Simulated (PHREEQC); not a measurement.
Model water analysis in mg/kgw, 25 °C, pH 6.81, pe 11:

```tsv
constituent	mg/kgw
Na	0.032
K	0.081
Ca	0.0114
Mg	0.0153
Cl	0.0299
S(6) as SO4	0.0374
Alkalinity as HCO3	0.23
F	0.00155
```

Na is adjusted to close the charge balance.
Valence states are taken as typed.

Computed with PHREEQC (ion-association model, phreeqc.dat).

| Quantity | Result |
|---|---|
| ionic strength | 6.93e-6 mol/kgw |

| species | molality | activity | log γ |
|---|---|---|---|
| HCO3- | 3.86e-6 | 3.84e-6 | -0.001 |
| K+ | 2.07e-6 | 2.07e-6 | -0.001 |
| Na+ | 1.57e-6 | 1.57e-6 | -0.001 |
| CO2 | 1.34e-6 | 1.34e-6 | 0.000 |
| Cl- | 8.43e-7 | 8.41e-7 | -0.001 |
| Mg+2 | 6.29e-7 | 6.21e-7 | -0.005 |
| SO4-2 | 3.89e-7 | 3.84e-7 | -0.005 |

Precipitation was switched off in this run. Complexes and solids missing from the database can't appear.
